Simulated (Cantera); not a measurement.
A Cantera script and its output.

```python
import numpy as np
import cantera as ct

gas = ct.Solution("gri30.yaml")
gas.TPX = 400, 500000, {'CO': 1, 'H2': 0.15, 'CH4': 0.46, 'O2': 3.25, 'N2': 12.2}
inlet = ct.Reservoir(gas, clone=True)
gas.equilibrate("HP")  # start burning
reactor = ct.IdealGasConstPressureReactor(gas, energy="on", clone=False)
exhaust = ct.Reservoir(gas, clone=True)
tau = [0.065, 0.032, 0.016, 0.0079, 0.0039, 0.0019, 0.00096, 0.00047, 0.00023, 0.00012, 5.7e-05, 2.8e-05, 1.4e-05][0]
for a, b in ((inlet, reactor), (reactor, exhaust)):
    ct.MassFlowController(a, b, mdot=lambda t: reactor.mass / tau)
net = ct.ReactorNet([reactor])
show = ['CO', 'H2', 'CH4', 'CH2CO', 'NO', 'C2H', 'HCO']

rows = []
print(f"{'tau/s':>10s}{'T/K':>9s}" + "".join(f"{s:>11s}" for s in show))
for tau in [0.065, 0.032, 0.016, 0.0079, 0.0039, 0.0019, 0.00096, 0.00047, 0.00023, 0.00012, 5.7e-05, 2.8e-05, 1.4e-05]:
    net.initial_time = 0.0
    net.advance(30 * tau)
    before = gas.X
    net.advance(40 * tau)
    drift = np.max(np.abs(gas.X - before) / (gas.X + 1e-9))
    rows.append([gas.T, *gas[show].X, drift])
    print(f"{tau:10.3e}{gas.T:9.1f}" + "".join(f"{x:11.3e}" for x in gas[show].X))
```

Result:

```
     tau/s      T/K         CO         H2        CH4      CH2CO         NO        C2H        HCO
 6.500e-02   1588.4  3.988e-04  1.393e-05  9.439e-06  3.539e-09  4.287e-06  1.509e-13  2.580e-09
 3.200e-02   1586.0  6.593e-04  2.273e-05  1.520e-05  7.209e-09  4.470e-06  2.874e-13  5.265e-09
 1.600e-02   1582.1  1.081e-03  3.693e-05  2.428e-05  1.401e-08  4.423e-06  5.017e-13  1.065e-08
 7.900e-03   1575.7  1.802e-03  6.098e-05  3.946e-05  2.700e-08  4.024e-06  8.171e-13  2.198e-08
 3.900e-03   1564.9  3.046e-03  1.019e-04  6.544e-05  5.222e-08  3.285e-06  1.222e-12  4.557e-08
 1.900e-03   1545.1  5.375e-03  1.767e-04  1.151e-04  1.088e-07  2.323e-06  1.677e-12  9.620e-08
 9.600e-04   1504.5  1.024e-02  3.297e-04  2.310e-04  2.852e-07  1.276e-06  2.079e-12  1.973e-07
 4.700e-04    400.0  5.862e-02  8.792e-03  2.696e-02 -1.099e-19 -1.409e-22 -1.913e-53  1.978e-32
 2.300e-04    400.0  5.862e-02  8.792e-03  2.696e-02 -7.945e-23 -1.018e-25 -1.256e-56  1.618e-32
 1.200e-04    400.0  5.862e-02  8.792e-03  2.696e-02 -5.019e-24 -6.430e-27 -9.388e-57  1.217e-32
 5.700e-05    400.0  5.862e-02  8.792e-03  2.696e-02 -3.170e-25 -4.062e-28 -5.259e-58  7.735e-33
 2.800e-05    400.0  5.862e-02  8.792e-03  2.696e-02 -2.002e-26 -2.566e-29 -2.151e-59  4.470e-33
 1.400e-05    400.0  5.862e-02  8.792e-03  2.696e-02 -1.265e-27 -1.621e-30 -7.944e-61  2.408e-33
```

Detailed kinetics in Cantera: GRI-Mech 3.0 (53 species, 325 reactions).
